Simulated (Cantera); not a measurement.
## Fe3O4 + Cl2 (chemical vapour transport)

Charge: 1 mol Fe3O4, 1.4 mol Cl2, equilibrated at 210000 Pa.

Equilibrium computed with Cantera from the NASA thermochemical tables; the gas is ideal and each condensed phase is pure. Candidate condensed phases: Fe, FeCl2, FeCl3, FeO, Fe2O3, Fe3O4; 13 gas species. Rates play no part.

| T (K) | x Cl2 | x FeCl2 | x FeCl3 | x O2 | x Cl | x Fe2Cl6 | n Fe2O3(s) |
|---|---|---|---|---|---|---|---|
| 1175 | 0.669 | 0.00569 | 0.263 | 0.0347 | 0.00204 | 0.0255 | 1.31 |
| 1250 | 0.588 | 0.0141 | 0.310 | 0.0678 | 0.00413 | 0.0158 | 1.28 |
| 1325 | 0.489 | 0.0320 | 0.351 | 0.110 | 0.00745 | 0.00990 | 1.24 |
| 1400 | 0.387 | 0.0655 | 0.374 | 0.154 | 0.0122 | 0.00597 | 1.19 |
| 1475 | 0.290 | 0.120 | 0.368 | 0.197 | 0.0183 | 0.00329 | 1.15 |
| 1550 | 0.207 | 0.197 | 0.330 | 0.236 | 0.0254 | 0.00160 | 1.09 |
| 1625 | 0.139 | 0.288 | 0.267 | 0.269 | 0.0327 | 0.000664 | 1.04 |
| 1700 | 0.0882 | 0.379 | 0.195 | 0.295 | 0.0394 | 0.000235 | 0.983 |
x: gas mole fraction; n: condensed amount in mol.

From 1175 K to 1700 K the condensed part is Fe2O3(s). The main Fe-bearing gas is FeCl3 at 1175 K and FeCl2 at 1700 K. The share of Fe in condensed phases is highest at 1175 K (87.0 %) and lowest at 1700 K (65.5 %).
